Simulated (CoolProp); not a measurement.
Properties of o-xylene along the isobar 2.02 bar.

Computed with CoolProp (reference Helmholtz-energy equation of state, Zhou 2012).

| T (K) | phase | cp (kJ/(kg K)) | cv (kJ/(kg K)) | conductivity (mW/(m K)) | Prandtl number | fugacity coefficient |
|---|---|---|---|---|---|---|
| 359.1 | liquid | 1.963 | 1.556 | 115 | 6.65 | 0.07854 |
| 377.3 | liquid | 2.028 | 1.614 | 111 | 6.13 | 0.1490 |
| 395.5 | liquid | 2.093 | 1.674 | 106 | 5.72 | 0.2629 |
| 413.7 | liquid | 2.161 | 1.734 | 102 | 5.40 | 0.4355 |
| 431.9 | liquid | 2.230 | 1.794 | 97.4 | 5.13 | 0.6835 |
| 450.1 | gas | 1.881 | 1.761 | 27.2 | 0.674 | 0.9331 |
| 468.3 | gas | 1.925 | 1.814 | 28.9 | 0.675 | 0.9428 |
| 486.5 | gas | 1.971 | 1.866 | 30.7 | 0.677 | 0.9506 |
| 504.7 | gas | 2.017 | 1.917 | 32.5 | 0.679 | 0.9570 |
| 522.9 | gas | 2.062 | 1.966 | 34.3 | 0.683 | 0.9622 |
| 541.1 | gas | 2.108 | 2.015 | 36.0 | 0.687 | 0.9665 |

Viscosity comes from a separate model (Cao 2016). Thermal conductivity comes from a separate model (Mylona 2014).
